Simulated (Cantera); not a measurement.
Feed: 1 mol Si3N4, 0.12 mol H2O, 7.6 mol H2, equilibrated at 1448 K and 0.130 bar.

Method: chemical equilibrium by Gibbs-energy minimisation in Cantera with the NASA 1993 tables (ideal gas, pure condensed phases). Candidate condensed phases: H2O, Si, SiO2, Si2N2O, Si3N4; 35 gas species. Mutual solubility and eutectic melting of coexisting phases are not modelled. Equilibrium is a limit: real reactors are often held back by kinetics, nucleation or transport.

Base state: H2 0.995, N2 0.00515, H 2.55e-5 (mole fractions); condensed: Si2N2O(s) + Si3N4(s).

### Question
What changes in the equilibrium state with this change: temperature from 1448 K to 1850 K?

### Answer
```json
[
 {"species": "H2", "before": "0.995", "after": "0.843"},
 {"species": "N2", "before": "0.00515", "after": "0.150"},
 {"species": "SiO", "before": "5.21e-7", "after": "0.00543"},
 {"species": "Si", "before": "1.90e-9", "after": "4.96e-5"},
 {"species": "SiH", "before": "2.73e-9", "after": "1.63e-5"},
 {"species": "Si2N2O(s), mol", "before": "0.120", "after": "0.0703"},
 {"species": "Si3N4(s), mol", "before": "0.920", "after": "0.280"},
 {"species": "Si(l), mol", "before": "0", "after": "1.97"}
]
```
Gases not in the tables: Si2H6 and higher silanes.
